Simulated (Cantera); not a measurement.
What does this Cantera script print?

```python
import numpy as np
import cantera as ct

gas_names = """
    CL CL2 N N2 Na NaCL Na2 Na2CL2
""".split()
cond_names = """
    Na(cr) Na(L) NaCL(s) NaCL(L)
""".split()


# ... load() reads the species with a 1 bar reference pressure and builds the phases ...
atoms = {
    'NaCl': {'Na': 1, 'CL': 1},
    'N2': {'N': 2},
}
top_T = {}  # K; cautious upper limits of use, not melting points


# ... equilibrate(T, P, feed) seeds the gas with the atoms and calls Mixture.equilibrate('TP', solver="vcs", rtol=1e-11, max_steps=5000) ...
results = []
T = 1073.15  # K
P = 1000  # Pa
for m in [0.6, 1.8, 5.1, 15, 44, 130, 370]:
    feed = {'NaCl': 1, 'N2': m}  # mol
    mix = equilibrate(T, P, feed)
    results.append((T, P, feed, dict(zip(mix.species_names, mix.species_moles))))

top = {s: max(r[3][s] / sum(r[3][g] for g in gas_names) for r in results) for s in gas_names}
cols = sorted((s for s in top if top[s] > 1e-06), key=lambda s: -top[s])[:5]
seen = [c for c in cond_names if any(r[3].get(c, 0) > 1e-12 for r in results)]
print("log10 of partial pressures in bar; condensed amounts in mol")
print(f"{'n(N2)':>10s}" + "".join(f"{s[:9]:>10s}" for s in cols + seen))
for T, P, feed, n in results:
    ng = sum(n[g] for g in gas_names)
    print(f"{feed['N2']:10.4g}" + "".join(f"{np.log10(max(n[s] / ng * P / 1e5, 1e-99)):10.3f}" for s in cols)
          + "".join(f"{n.get(c, 0):10.4g}" for c in seen))
```

Result:

```
log10 of partial pressures in bar; condensed amounts in mol
     n(N2)        N2      NaCL    Na2CL2   NaCL(s)
       0.6    -2.023    -3.447    -3.793     0.957
       1.8    -2.023    -3.447    -3.793     0.871
       5.1    -2.023    -3.447    -3.793    0.6345
        15    -2.022    -3.467    -3.834         0
        44    -2.008    -3.798    -4.496         0
       130    -2.003    -4.183    -5.266         0
       370    -2.001    -4.596    -6.092         0
```

Cantera equilibrium calculation (NASA polynomials, part measured and part estimated; ideal gas, pure solids and liquids).
